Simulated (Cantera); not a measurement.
A closed system holds: 1 mol Si, 0.012 mol N2O, 1.3 mol N2, at 1875 K and 1 atm.

Method: chemical equilibrium by Gibbs-energy minimisation in Cantera with the NASA 1993 tables (ideal gas, pure condensed phases). Candidate condensed phases: Si, SiO2, Si2N2O, Si3N4; 16 gas species. Mutual solubility and eutectic melting of coexisting phases are not modelled. Equilibrium is a limit: real reactors are often held back by kinetics, nucleation or transport.

Base state: N2 1.000, SiO 0.000306 (mole fractions); condensed: Si2N2O(s) + Si3N4(s).

What changes in the equilibrium state with this change: N2O from 0.012 to 0.79 mol?


```json
[
 {"species": "N2", "before": "1.000", "after": "0.994"},
 {"species": "SiO", "before": "0.000306", "after": "0.00632"},
 {"species": "Si2N2O(s), mol", "before": "0.0118", "after": "0.400"},
 {"species": "Si3N4(s), mol", "before": "0.325", "after": "0"},
 {"species": "SiO2(condensed), mol", "before": "0", "after": "0.190"}
]
```
The tables hold silica as quartz up to 1696 K and as liquid above; real silica turns to tridymite and cristobalite and melts near 1996 K.
